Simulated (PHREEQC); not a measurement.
# Acid mine or pickling water (model solution)

A made-up water analysis in mg/kgw, 75 °C, pH 4.13, pe 9.9:

| constituent | mg/kgw |
|---|---|
| Na | 30.6 |
| K | 3.76 |
| Ca | 16.3 |
| Mg | 37.9 |
| Cl | 28.2 |
| S(6) as SO4 | 233 |
| O(0) (dissolved oxygen) | 0.0192 |
| Br | 0.131 |
| Mn(2) | 6.87 |
| Zn | 3.12 |
| Si as SiO2 | 0.0404 |

Valence states are taken as typed.

Computed with PHREEQC (ion-association model, wateq4f.dat).

Precipitation was switched off in this run.

Task: Estimate the ionic strength, charge-balance error.

Result: ionic strength 0.00752 mol/kgw; charge-balance error 1.9 %.

Task: In which forms is Zn present?

Result: Zn+2 79 %, ZnSO4 20 %, ZnCl+ 0.8 % of the Zn.

Away from 25 °C the constants follow the database's enthalpies or fits; those with neither stay at their 25 °C values.
